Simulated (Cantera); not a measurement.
An isothermal, constant-pressure homogeneous reactor starts with H2 : O2 = 0.055 : 1 (molar parts), equivalence ratio 0.028, at 1248 K and 0.0132 atm.

Cantera simulation using GRI-Mech 3.0 (53 species, 325 reactions); the numbers are that mechanism's predictions, not measurements. Radical loss at walls, strong at low pressure, is not modelled. The temperature is held fixed by assumption; the heat of reaction is taken as removed at once.

x: mole fraction; the columns are a selection and need not sum to one.

```json
[
 {"t (s)": "2.00e-5", "x H2": "0.0521", "x O2": "0.948", "x H": "1.73e-9", "x HO2": "2.17e-9", "x O": "5.03e-10", "x OH": "4.78e-10", "x H2O": "5.82e-11"},
 {"t (s)": "4.69e-5", "x H2": "0.0521", "x O2": "0.948", "x H": "3.41e-9", "x HO2": "5.09e-9", "x O": "2.29e-9", "x OH": "2.05e-9", "x H2O": "6.11e-10"},
 {"t (s)": "0.000110", "x H2": "0.0521", "x O2": "0.948", "x H": "7.63e-9", "x HO2": "1.19e-8", "x O": "1.01e-8", "x OH": "8.10e-9", "x H2O": "5.81e-9"},
 {"t (s)": "0.000257", "x H2": "0.0521", "x O2": "0.948", "x H": "3.05e-8", "x HO2": "2.80e-8", "x O": "5.89e-8", "x OH": "4.27e-8", "x H2O": "6.16e-8"},
 {"t (s)": "0.000602", "x H2": "0.0521", "x O2": "0.948", "x H": "5.46e-7", "x HO2": "6.84e-8", "x O": "1.18e-6", "x OH": "8.22e-7", "x H2O": "1.66e-6"},
 {"t (s)": "0.00141", "x H2": "0.0504", "x O2": "0.947", "x H": "0.000396", "x HO2": "1.56e-6", "x O": "0.000847", "x OH": "0.000580", "x H2O": "0.00125"},
 {"t (s)": "0.00331", "x H2": "0.00111", "x O2": "0.907", "x H": "0.00818", "x HO2": "3.18e-6", "x O": "0.0344", "x OH": "0.00440", "x H2O": "0.0448"},
 {"t (s)": "0.00775", "x H2": "0.000837", "x O2": "0.910", "x H": "0.00672", "x HO2": "3.03e-6", "x O": "0.0320", "x OH": "0.00393", "x H2O": "0.0462"},
 {"t (s)": "0.0181", "x H2": "0.000684", "x O2": "0.918", "x H": "0.00483", "x HO2": "2.89e-6", "x O": "0.0255", "x OH": "0.00356", "x H2O": "0.0477"},
 {"t (s)": "0.0425", "x H2": "0.000440", "x O2": "0.928", "x H": "0.00239", "x HO2": "2.53e-6", "x O": "0.0159", "x OH": "0.00287", "x H2O": "0.0499"},
 {"t (s)": "0.0996", "x H2": "…", "x O2": "0.939", "x H": "…", "x HO2": "…", "x O": "…", "x OH": "…", "x H2O": "0.0518"},
 {"t (s)": "0.233", "x H2": "…", "x O2": "0.944", "x H": "…", "x HO2": "…", "x O": "…", "x OH": "…", "x H2O": "0.0528"},
 {"t (s)": "0.547", "x H2": "1.23e-5", "x O2": "0.946", "x H": "1.07e-5", "x HO2": "3.61e-7", "x O": "0.000430", "x OH": "0.000485", "x H2O": "0.0532"},
 {"t (s)": "1.28", "x H2": "2.80e-6", "x O2": "0.946", "x H": "1.17e-6", "x HO2": "1.15e-7", "x O": "9.81e-5", "x OH": "0.000232", "x H2O": "0.0534"},
 {"t (s)": "3.00", "x H2": "7.17e-7", "x O2": "0.946", "x H": "1.53e-7", "x HO2": "3.73e-8", "x O": "2.52e-5", "x OH": "0.000118", "x H2O": "0.0535"}
]
```

Q: Fill in the missing entries.

A: 
- 0.0996, x H2: 0.000190
- 0.0996, x H: 0.000658
- 0.0996, x HO2: 1.82e-6
- 0.0996, x O: 0.00670
- 0.0996, x OH: 0.00189
- 0.233, x H2: 5.40e-5
- 0.233, x H: 9.85e-5
- 0.233, x HO2: 9.54e-7
- 0.233, x O: 0.00189
- 0.233, x OH: 0.00101
